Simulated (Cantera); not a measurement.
A Cantera script and its output.

```python
import numpy as np
import cantera as ct

gas = ct.Solution("SiF4_NH3_mec.yaml", "gas")
gas.TPX = 1550, 47000, {'NH3': 1, 'H2': 0.9}
inlet = ct.Reservoir(gas, clone=True)

reactor = ct.IdealGasConstPressureReactor(gas, energy="off", clone=False)
exhaust = ct.Reservoir(gas, clone=True)
tau = [29, 11, 4.1, 1.5, 0.59, 0.22, 0.084, 0.032, 0.012, 0.0045, 0.0017][0]
for a, b in ((inlet, reactor), (reactor, exhaust)):
    ct.MassFlowController(a, b, mdot=lambda t: reactor.mass / tau)
net = ct.ReactorNet([reactor])
show = ['NH3', 'H2', 'NH2', 'H', 'N2', 'NH', 'N2H4']

rows = []
print(f"{'tau/s':>10s}{'T/K':>9s}" + "".join(f"{s:>11s}" for s in show))
for tau in [29, 11, 4.1, 1.5, 0.59, 0.22, 0.084, 0.032, 0.012, 0.0045, 0.0017]:
    net.initial_time = 0.0
    net.advance(30 * tau)
    before = gas.X
    net.advance(40 * tau)
    drift = np.max(np.abs(gas.X - before) / (gas.X + 1e-9))
    rows.append([gas.T, *gas[show].X, drift])
    print(f"{tau:10.3e}{gas.T:9.1f}" + "".join(f"{x:11.3e}" for x in gas[show].X))
```

It prints:

```
     tau/s      T/K        NH3         H2        NH2          H         N2         NH       N2H4
 2.900e+01   1550.0  3.257e-01  6.085e-01  2.980e-05  2.426e-05  6.571e-02  9.930e-08  2.279e-08
 1.100e+01   1550.0  4.149e-01  5.486e-01  3.627e-05  2.090e-05  3.648e-02  1.151e-07  3.376e-08
 4.100e+00   1550.0  4.752e-01  5.080e-01  4.038e-05  1.881e-05  1.673e-02  1.242e-07  4.183e-08
 1.500e+00   1550.0  5.058e-01  4.875e-01  4.235e-05  1.778e-05  6.707e-03  1.282e-07  4.602e-08
 5.900e-01   1550.0  5.180e-01  4.793e-01  4.302e-05  1.734e-05  2.717e-03  1.291e-07  4.749e-08
 2.200e-01   1550.0  5.232e-01  4.758e-01  4.303e-05  1.705e-05  1.011e-03  1.278e-07  4.751e-08
 8.400e-02   1550.0  5.251e-01  4.744e-01  4.230e-05  1.665e-05  3.711e-04  1.231e-07  4.593e-08
 3.200e-02   1550.0  5.259e-01  4.739e-01  4.016e-05  1.577e-05  1.257e-04  1.109e-07  4.141e-08
 1.200e-02   1550.0  5.262e-01  4.738e-01  3.465e-05  1.359e-05  3.387e-05  8.269e-08  3.083e-08
 4.500e-03   1550.0  5.263e-01  4.737e-01  2.323e-05  9.112e-06  5.270e-06  3.734e-08  1.387e-08
 1.700e-03   1550.0  5.263e-01  4.737e-01  1.070e-05  4.196e-06  3.734e-07  7.955e-09  2.937e-09
```

Detailed kinetics in Cantera: the gas-phase N/H chemistry of the illustrative SiF4/NH3 mechanism in the Surface Chemkin manual (1991). Walls and surfaces, which speed up NH3 decomposition in real reactors, are not modelled.
